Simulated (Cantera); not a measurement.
A closed system holds: 1 mol Fe2O3, 4.9 mol CH4, 0.65 mol H2, equilibrated at 64.0 Pa.

Equilibrium computed with Cantera from the NASA thermochemical tables; the gas is ideal and each condensed phase is pure. Candidate condensed phases: C, C6H6, C7H8, C8H18, Fe, Fe(CO)5, FeO, Fe(OH)2, Fe(OH)3, Fe2O3, Fe3O4, H2O; 114 gas species. Condensed phases not in the tables: cementite and carbon dissolved in iron. Kinetics and transport are ignored.

### Question
At 1077 °C, list the 3 most abundant gas species with their mole fractions, and the condensed phases.

### Answer
H2 0.777, CO 0.223, H 8.30e-5. Condensed: C(graphite) + Fe(γ).
